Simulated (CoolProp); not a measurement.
A single-stage vapour-compression cycle with cyclohexane: evaporating at 305.15 K (dew point), condensing at 334.15 K (bubble point), superheat 10 K, subcooling 0 K, compressor efficiency 0.65, no pressure losses. Each further row changes one setting.

Model: reference Helmholtz-energy equation of state, Zhou 2014, in CoolProp.

```csv
case,cooling COP,pressure ratio,discharge temperature (K),refrigerating effect (kJ/kg),volumetric capacity (kJ/m³)
as stated,6.31,3.04,353.6,345,198
evaporating temperature 310.15 K,7.87,2.46,351.5,351,245
condensing temperature 329.15 K,7.75,2.55,347.7,355,203
subcooling 5 K,6.50,3.04,353.6,355,203
superheat 20 K,6.36,3.04,363.4,358,199
compressor efficiency 0.55,5.34,3.04,359.9,345,198
```
